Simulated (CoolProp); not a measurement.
Saturation properties of trans-2-butene.

Computed with CoolProp (reference Helmholtz-energy equation of state, Lemmon 2005). It is a short technical equation, of lower accuracy than the large ones.

| T (K) | p (MPa) | liquid density (kg/m³) | enthalpy of vaporisation (kJ/kg) | liquid cp (kJ/(kg K)) | vapour Z | surface tension (mN/m) |
|---|---|---|---|---|---|---|
| 236.4 | 0.01845 | 667.1 | 437.9 | 2.094 | 0.9867 | 20.9 |
| 257.3 | 0.05100 | 644.8 | 420.2 | 2.160 | 0.9733 | 18.2 |
| 278.1 | 0.1181 | 621.9 | (withheld) | (withheld) | 0.9530 | 15.6 |
| 299 | 0.2404 | 597.5 | 380.5 | 2.334 | 0.9244 | 13.0 |
| 319.8 | 0.4408 | (withheld) | 357.2 | 2.448 | 0.8867 | 10.5 |
| 340.6 | 0.7463 | 543.2 | 330.3 | 2.589 | 0.8383 | 8.14 |
| 361.5 | 1.189 | 511.0 | 298.2 | 2.779 | 0.7767 | 5.89 |
| 382.3 | 1.799 | 473.2 | 258.5 | 3.072 | 0.6986 | 3.79 |

Q: Complete the blanks.

A: 
- 278.1, enthalpy of vaporisation (kJ/kg): 401.4
- 278.1, liquid cp (kJ/(kg K)): 2.239
- 319.8, liquid density (kg/m³): 571.6

It boils at 274.0 K under 1 atm.

Surface tension comes from a separate correlation (Mulero 2014).
